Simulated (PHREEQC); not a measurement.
Make-up at 25 °C: 2.7 mmol/kgw HF, 48 mmol/kgw (CH3)4NF and 9.4 mmol/kgw HCl. Closed to the air; pH follows from the charge balance.

Computed with PHREEQC (ion-association model, phreeqc.dat).

Each row changes one thing in this solution. No solid was allowed to form.

| case | pH | ionic strength (mol/kgw) | F- (mol/kgw) | HF (mol/kgw) | HF2- (mol/kgw) |
|---|---|---|---|---|---|
| as made | 3.64 | 0.0483 | 0.0374 | 0.0103 | 0.00148 |
| HF from 0.0027 to 0.00243 mol/kgw | 3.65 | 0.0483 | 0.0374 | 0.0101 | 0.00145 |
| (CH3)4NF left out | 2.06 | ? | 0.000210 | ? | 2.00e-6 |
| diluted 100-fold with water | ? | 0.000553 | 0.000459 | 4.78e-5 | 8.41e-8 |
| 0.0081 mol/kgw NaHCO3 added | 4.21 | 0.0560 | 0.0460 | 0.00340 | 0.000599 |

Some entries are withheld; supply them.


- (CH3)4NF left out, ionic strength (mol/kgw): 0.00961
- (CH3)4NF left out, HF (mol/kgw): 0.00249
- diluted 100-fold with water, pH: 4.15

Complexes and solids missing from the database can't appear. (CH3)4N+ isn't in the database: it is added as a free cation with an ion size of 4 Å.
